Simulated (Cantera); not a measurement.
Feed: 1 mol SiHCl3, 6.3 mol H2, held at 1802 °C and 1.10 mbar.

Method: chemical equilibrium by Gibbs-energy minimisation in Cantera with the NASA 1993 tables (ideal gas, pure condensed phases). Candidate condensed phases: Si; 19 gas species. The tables' values for SiCl, SiCl3 are old estimates; treat these amounts as uncertain. Gases not in the tables: Si2H6 and higher silanes. The numbers say what is thermodynamically allowed, not how fast it happens.

Base state: H2 0.622, HCl 0.191, H 0.0633, SiCl2 0.0591, Si 0.0426, Cl 0.0143, SiCl 0.00716, SiH 0.000638 (mole fractions); condensed: gas only.

**Question.** What changes in the equilibrium state with this change: SiHCl3 replaced by CH3SiCl3?

**Answer.** 
```tsv
species	before	after
H2	0.622	0.637
HCl	0.191	0.254
H	0.0633	0.0641
SiCl2	0.0591	0.0160
Si	0.0426	0.00663
Cl	0.0143	0.0189
C2H2 (acetylene)	0	0.000791
SiC2	0	0.000384
C(graphite), mol	0	0.220
SiC(s), mol	0	0.754
```
The feed counts by its element totals alone. Further candidate phases: C, C6H6, C7H8, C8H18, SiC.

**Question.** What changes in the equilibrium state with this change: temperature from 1802 °C to 927 °C?

**Answer.** 
| species | before | after |
|---|---|---|
| H2 | 0.622 | 0.763 |
| HCl | 0.191 | 0.145 |
| SiCl2 | 0.0591 | 0.0653 |
| H | 0.0633 | 5.20e-6 |
| Si | 0.0426 | 1.26e-9 |
| SiCl4 | 1.24e-7 | 0.0141 |
| Cl | 0.0143 | 8.58e-7 |
| SiCl3 | 8.44e-5 | 0.0102 |
| SiH | 0.000638 | <1e-9 |
| Si2 | 0.000242 | <1e-9 |
| SiCl | 0.00716 | 1.23e-7 |
| Si3 | 2.30e-5 | <1e-9 |
| Si(s), mol | 0 | 0.255 |
The tables' values for SiCl3 are old estimates; treat these amounts as uncertain.
